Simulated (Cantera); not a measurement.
A Cantera script and what it prints.

```python
import numpy as np
import cantera as ct

gas_names = """
    AL ALH ALN ALO ALOH ALO2 ALO2H AL2 AL2O AL2O2 H HALO HNO HNO2 HNO3 HO2 H2 H2O H2O2 N NH NH2 NH3
    NH2OH NO NO2 NO3 N2 N2H2 N2H4 N2O O OH O2 O3
""".split()
cond_names = """
    AL(cr) AL(L) ALN(s) AL2O3(a) AL2O3(L) H2O(s) H2O(L)
""".split()


# ... load() reads the species with a 1 bar reference pressure and builds the phases ...
atoms = {
    'AlN': {'AL': 1, 'N': 1},
    'O2': {'O': 2},
    'H2': {'H': 2},
}
top_T = {'ALN(s)': 2750}  # K; cautious upper limits of use, not melting points


# ... equilibrate(T, P, feed) seeds the gas with the atoms and calls Mixture.equilibrate('TP', solver="vcs", rtol=1e-11, max_steps=5000) ...
results = []
T = 1898  # K
P = 16  # Pa
for m in [1.3, 2.2, 3.1, 4, 4.9, 5.8, 6.7, 7.6, 8.4, 9.3, 10]:
    feed = {'AlN': 1, 'O2': m, 'H2': 0.37}  # mol
    mix = equilibrate(T, P, feed)
    results.append((T, P, feed, dict(zip(mix.species_names, mix.species_moles))))

top = {s: max(r[3][s] / sum(r[3][g] for g in gas_names) for r in results) for s in gas_names}
cols = sorted((s for s in top if top[s] > 0.0001), key=lambda s: -top[s])[:5]
seen = [c for c in cond_names if any(r[3].get(c, 0) > 1e-12 for r in results)]
print("log10 of partial pressures in bar; condensed amounts in mol")
print(f"{'n(O2)':>10s}" + "".join(f"{s[:9]:>10s}" for s in cols + seen))
for T, P, feed, n in results:
    ng = sum(n[g] for g in gas_names)
    print(f"{feed['O2']:10.4g}" + "".join(f"{np.log10(max(n[s] / ng * P / 1e5, 1e-99)):10.3f}" for s in cols)
          + "".join(f"{n.get(c, 0):10.4g}" for c in seen))
```

It prints:

```
log10 of partial pressures in bar; condensed amounts in mol
     n(O2)        O2        N2       H2O         O        OH  AL2O3(a)
       1.3    -4.347    -4.199    -4.353    -5.706    -5.511       0.5
       2.2    -4.041    -4.438    -4.597    -5.553    -5.556       0.5
       3.1    -3.959    -4.592    -4.755    -5.512    -5.615       0.5
         4    -3.919    -4.706    -4.872    -5.492    -5.664       0.5
       4.9    -3.897    -4.796    -4.966    -5.481    -5.705       0.5
       5.8    -3.881    -4.871    -5.044    -5.473    -5.740       0.5
       6.7    -3.871    -4.935    -5.111    -5.468    -5.771       0.5
       7.6    -3.863    -4.991    -5.170    -5.464    -5.798       0.5
       8.4    -3.857    -5.036    -5.216    -5.461    -5.820       0.5
       9.3    -3.852    -5.081    -5.264    -5.459    -5.843       0.5
        10    -3.849    -5.113    -5.298    -5.457    -5.859       0.5
```

Cantera equilibrium calculation (NASA polynomials, part measured and part estimated; ideal gas, pure solids and liquids).
